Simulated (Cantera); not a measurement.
**Gas activation for diamond growth**

An isothermal, constant-pressure homogeneous reactor starts with 4.59 % CH₄, 81.6 % H₂, 13.8 % H, at 2175 K and 10000 Pa.

Cantera simulation using GRI-Mech 3.0 (53 species, 325 reactions); the numbers are that mechanism's predictions, not measurements. GRI-Mech 3.0 stops at C3 and has no aromatics, soot or wall deposition, so with more carbon than oxygen in the feed, carbon stays in small species such as C2H2 where larger ones or solid carbon would form.

```json
[
 {"t (s)": "6.00e-6", "x CH₄": "0.0119", "x H₂": "0.869", "x H": "0.0900", "x C₂H₂": "0.00441", "x C₂H₄": "0.000564", "x CH₃": "0.0219", "x C₂H": "1.52e-5"},
 {"t (s)": "2.11e-5", "x CH₄": "0.00788", "x H₂": "0.896", "x H": "0.0708", "x C₂H₂": "0.0125", "x C₂H₄": "0.000294", "x CH₃": "0.0113", "x C₂H": "3.20e-5"},
 {"t (s)": "7.40e-5", "x CH₄": "0.00373", "x H₂": "0.919", "x H": "0.0544", "x C₂H₂": "0.0188", "x C₂H₄": "7.38e-5", "x CH₃": "0.00408", "x C₂H": "3.58e-5"},
 {"t (s)": "0.000260", "x CH₄": "0.00142", "x H₂": "0.931", "x H": "0.0449", "x C₂H₂": "0.0216", "x C₂H₄": "1.32e-5", "x CH₃": "0.00129", "x C₂H": "3.35e-5"},
 {"t (s)": "0.000912", "x CH₄": "0.000536", "x H₂": "0.938", "x H": "0.0385", "x C₂H₂": "0.0225", "x C₂H₄": "4.72e-6", "x CH₃": "0.000416", "x C₂H": "2.98e-5"},
 {"t (s)": "0.00320", "x CH₄": "0.000229", "x H₂": "0.945", "x H": "0.0315", "x C₂H₂": "0.0229", "x C₂H₄": "4.18e-6", "x CH₃": "0.000145", "x C₂H": "2.46e-5"},
 {"t (s)": "0.0112", "x CH₄": "0.000129", "x H₂": "0.954", "x H": "0.0225", "x C₂H₂": "0.0231", "x C₂H₄": "4.96e-6", "x CH₃": "5.79e-5", "x C₂H": "1.76e-5"},
 {"t (s)": "0.0395", "x CH₄": "9.71e-5", "x H₂": "0.961", "x H": "0.0160", "x C₂H₂": "0.0232", "x C₂H₄": "5.94e-6", "x CH₃": "3.10e-5", "x C₂H": "1.25e-5"},
 {"t (s)": "0.139", "x CH₄": "8.53e-5", "x H₂": "0.961", "x H": "0.0152", "x C₂H₂": "0.0232", "x C₂H₄": "6.10e-6", "x CH₃": "2.59e-5", "x C₂H": "1.19e-5"},
 {"t (s)": "0.487", "x CH₄": "8.39e-5", "x H₂": "0.961", "x H": "0.0152", "x C₂H₂": "0.0232", "x C₂H₄": "6.10e-6", "x CH₃": "2.55e-5", "x C₂H": "1.19e-5"},
 {"t (s)": "1.71", "x CH₄": "8.39e-5", "x H₂": "0.961", "x H": "0.0152", "x C₂H₂": "0.0232", "x C₂H₄": "6.10e-6", "x CH₃": "2.55e-5", "x C₂H": "1.19e-5"},
 {"t (s)": "6.00", "x CH₄": "8.39e-5", "x H₂": "0.961", "x H": "0.0152", "x C₂H₂": "0.0232", "x C₂H₄": "6.10e-6", "x CH₃": "2.55e-5", "x C₂H": "1.19e-5"}
]
```
x: mole fraction; the columns are a selection and need not sum to one.

Equilibrium at this temperature and pressure: CH₄ 8.41e-5, H₂ 0.961, H 0.0152, C₂H₂ 0.0232, C₂H₄ 6.10e-6, CH₃ 2.55e-5, C₂H 1.19e-5 (gas phase only).
